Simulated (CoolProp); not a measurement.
Computed with CoolProp (reference Helmholtz-energy equation of state, Beckmüller 2019).

### Question
Give the vapour pressure (kPa), liquid density (kg/m³), surface tension (mN/m), liquid viscosity (µPa s) of saturated n-octane at 209.05 °C.

### Answer
| T (°C) | p (kPa) | liquid density (kg/m³) | surface tension (mN/m) | liquid viscosity (µPa s) |
|---|---|---|---|---|
| 209.05 | 651 | 519 | 5.19 | 107 |

Viscosity comes from a separate model (Huber 2004). Surface tension comes from a separate correlation (Mulero 2012).
